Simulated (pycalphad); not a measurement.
CALPHAD calculation (pycalphad, COST 507 light-alloy database (1999)), 1 atm. The database dates from 1999; later assessments differ in places, in temperatures and in the compounds included. The system is extrapolated from its subsystems; higher-order compounds may be missing. Phase fractions are per mole of atoms.

Give the equilibrium state of Al-5.45Si-1.77Cu (at.%) at 427 °C.


```
T = 700.00 K, P = 101325 Pa, N = 1 mol of atoms
G = -25345 J/mol, H = 10327 J/mol, S = 50.96 J/(mol K)  (SER reference)
chemical potentials (J/mol): Al -24939, Si -17484, Cu -70857
phase             fraction      x(Al)      x(Si)      x(Cu)
FCC_A1              0.9194     0.9874     0.0038     0.0088
DIAMOND_A4          0.0510   2.89e-08     1.0000       none
ALCU_THETA          0.0296     0.6737       none     0.3263
```

Give the equilibrium state of Al-5.45Si-1.77Cu (at.%) at 602 °C.

LIQUID, fraction 0.769, with 6.9 Si, 2.2 Cu at.%; FCC_A1, fraction 0.231, with 0.78 Si, 0.23 Cu at.%.

Database names, with the compositions (at.%) that they take in these runs: ALCU_THETA: Al 67 Cu 32. FCC_A1 is fcc; DIAMOND_A4 is diamond (Si). An entry "none" or "no" means that the model of the phase leaves that element out.
